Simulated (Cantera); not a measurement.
Charge: 1 mol Pb, 0.2 mol CO2, 110 mol H2, equilibrated at 1477 °C and 18.0 Pa.

Method: chemical equilibrium by Gibbs-energy minimisation in Cantera with the NASA 1993 tables (ideal gas, pure condensed phases). Equilibrium is a limit: real reactors are often held back by kinetics, nucleation or transport.

```csv
species,before,after
H2,0.970,0.923
CO,0.00178,0.0259
H2O,0.00178,0.0259
H,0.0171,0.0167
Pb,0.00892,0.00870
CO2,9.03e-7,0.000201
OH,1.84e-6,2.74e-5
```
Gas species are given as mole fractions.

Task: Which change was made?
(A) pressure from 18.0 Pa to 1100 Pa
(B) temperature from 1477 °C to 1175 °C
(C) pressure from 18.0 Pa to 12000 Pa
(D) CO2 from 0.2 to 3 mol

Result: D, CO2 from 0.2 to 3 mol
